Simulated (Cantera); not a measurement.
An isothermal, constant-pressure homogeneous reactor starts with NO : N₂ = 1 : 6.8 (molar parts), at 1825 K and 0.0878 atm. Integrator tolerance rtol = 1e-08.

Detailed kinetics in Cantera: GRI-Mech 3.0 (53 species, 325 reactions).

What does this change do: NO 1 to 1.4 parts?


```json
[
 {"quantity": "x(NO) at 60.0 s", "before": "0.0631 (gas-phase equilibrium 0.00270)", "after": "0.0711 (gas-phase equilibrium 0.00308)"},
 {"quantity": "x(N₂O) at 60.0 s", "before": "1.54e-6 (gas-phase equilibrium 5.02e-8)", "after": "1.91e-6 (gas-phase equilibrium 5.67e-8)"},
 {"quantity": "x(O) at 60.0 s", "before": "9.52e-5 (gas-phase equilibrium 0.000130)", "after": "0.000117 (gas-phase equilibrium 0.000150)"},
 {"quantity": "x(NO₂) at 60.0 s", "before": "1.77e-5 (gas-phase equilibrium 1.05e-6)", "after": "2.46e-5 (gas-phase equilibrium 1.38e-6)"},
 {"quantity": "x(O₂) at 60.0 s", "before": "0.0325 (gas-phase equilibrium 0.0627)", "after": "0.0497 (gas-phase equilibrium 0.0837)"},
 {"quantity": "x(N₂) at 60.0 s", "before": "0.904 (gas-phase equilibrium 0.934)", "after": "0.879 (gas-phase equilibrium 0.913)"}
]
```

What does this change do: N2 6.8 to 24 parts?


| quantity | before | after |
|---|---|---|
| x(NO) at 60.0 s | 0.0631 (gas-phase equilibrium 0.00270) | 0.0303 (gas-phase equilibrium 0.00153) |
| x(N₂O) at 60.0 s | 1.54e-6 (gas-phase equilibrium 5.02e-8) | 3.83e-7 (gas-phase equilibrium 2.91e-8) |
| x(O) at 60.0 s | 9.52e-5 (gas-phase equilibrium 0.000130) | 3.78e-5 (gas-phase equilibrium 7.18e-5) |
| x(NO₂) at 60.0 s | 1.77e-5 (gas-phase equilibrium 1.05e-6) | 3.35e-6 (gas-phase equilibrium 3.28e-7) |
| x(O₂) at 60.0 s | 0.0325 (gas-phase equilibrium 0.0627) | 0.00483 (gas-phase equilibrium 0.0192) |
| x(N₂) at 60.0 s | 0.904 (gas-phase equilibrium 0.934) | 0.965 (gas-phase equilibrium 0.979) |
